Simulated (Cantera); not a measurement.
# NH3 + O2 (abatement and gas-phase synthesis)

Charge: 1 mol NH3, 0.37 mol O2, equilibrated at 69.0 Torr.

Equilibrium computed with Cantera from the NASA thermochemical tables; the gas is ideal and each condensed phase is pure. Candidate condensed phases: H2O; 24 gas species. Equilibrium is a limit: real reactors are often held back by kinetics, nucleation or transport.

| T (°C) | x H2 | x H2O | x N2 | x H | x OH | x O | x O2 | x NO |
|---|---|---|---|---|---|---|---|---|
| 1702 | 0.378 | 0.369 | 0.250 | 0.00277 | 0.000258 | 1.39e-6 | 5.88e-7 | 6.73e-6 |
| 1802 | 0.376 | 0.368 | 0.249 | 0.00539 | 0.000602 | 6.17e-6 | 2.58e-6 | 1.84e-5 |
| 1902 | 0.374 | 0.367 | 0.249 | 0.00984 | 0.00130 | 2.39e-5 | 9.92e-6 | 4.60e-5 |
| 2002 | 0.369 | 0.363 | 0.247 | 0.0170 | 0.00261 | 8.24e-5 | 3.39e-5 | 0.000106 |
| 2102 | 0.363 | 0.358 | 0.246 | 0.0280 | 0.00492 | 0.000256 | 0.000105 | 0.000227 |
| 2202 | 0.354 | 0.349 | 0.243 | 0.0441 | 0.00877 | 0.000723 | 0.000294 | 0.000457 |
| 2302 | 0.342 | 0.335 | 0.239 | 0.0667 | 0.0147 | 0.00187 | 0.000748 | 0.000858 |
| 2402 | 0.327 | 0.313 | 0.232 | 0.0973 | 0.0233 | 0.00443 | 0.00172 | 0.00150 |
| 2502 | 0.309 | 0.280 | 0.224 | 0.137 | 0.0341 | 0.00956 | 0.00347 | 0.00243 |
x: gas mole fraction; nothing condenses.

From 1702 °C to 2502 °C nothing is condensed.
